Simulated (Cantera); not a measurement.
An isothermal, constant-pressure homogeneous reactor starts with 5.39 % H₂, 94.6 % O₂, at 1425 K and 0.0263 atm.

Model: the H2/O2 subset of GRI-Mech 3.0, which has no nitrogen chemistry, integrated in Cantera. Radical loss at walls, strong at low pressure, is not modelled. The temperature is held fixed by assumption; the heat of reaction is taken as removed at once.

x: mole fraction; the columns are a selection and need not sum to one.

```json
[
 {"t (s)": "0.000700", "x H₂": "?", "x O₂": "0.902", "x O": "0.0362", "x HO₂": "4.07e-6", "x H₂O": "0.0443"},
 {"t (s)": "0.00195", "x H₂": "?", "x O₂": "0.903", "x O": "0.0370", "x HO₂": "3.70e-6", "x H₂O": "0.0470"},
 {"t (s)": "0.00545", "x H₂": "?", "x O₂": "0.909", "x O": "0.0313", "x HO₂": "3.53e-6", "x H₂O": "0.0482"},
 {"t (s)": "0.0152", "x H₂": "?", "x O₂": "0.921", "x O": "0.0206", "x HO₂": "3.06e-6", "x H₂O": "0.0504"},
 {"t (s)": "0.0424", "x H₂": "?", "x O₂": "0.935", "x O": "0.00831", "x HO₂": "2.04e-6", "x H₂O": "0.0529"},
 {"t (s)": "0.118", "x H₂": "?", "x O₂": "0.942", "x O": "0.00193", "x HO₂": "8.48e-7", "x H₂O": "0.0545"},
 {"t (s)": "0.330", "x H₂": "?", "x O₂": "0.944", "x O": "0.000347", "x HO₂": "2.43e-7", "x H₂O": "0.0550"},
 {"t (s)": "0.921", "x H₂": "?", "x O₂": "0.944", "x O": "6.65e-5", "x HO₂": "8.96e-8", "x H₂O": "0.0553"},
 {"t (s)": "2.57", "x H₂": "?", "x O₂": "0.944", "x O": "1.68e-5", "x HO₂": "8.35e-8", "x H₂O": "0.0553"},
 {"t (s)": "7.17", "x H₂": "2.42e-7", "x O₂": "0.945", "x O": "8.68e-6", "x HO₂": "1.01e-7", "x H₂O": "0.0554"},
 {"t (s)": "20.0", "x H₂": "2.31e-7", "x O₂": "0.945", "x O": "8.31e-6", "x HO₂": "1.03e-7", "x H₂O": "0.0554"}
]
```

**Question.** Fill in the missing entries.

**Answer.** 
- 0.000700, x H₂: 0.00202
- 0.00195, x H₂: 0.000924
- 0.00545, x H₂: 0.000797
- 0.0152, x H₂: 0.000540
- 0.0424, x H₂: 0.000226
- 0.118, x H₂: 5.35e-5
- 0.330, x H₂: 9.66e-6
- 0.921, x H₂: 1.86e-6
- 2.57, x H₂: 4.69e-7
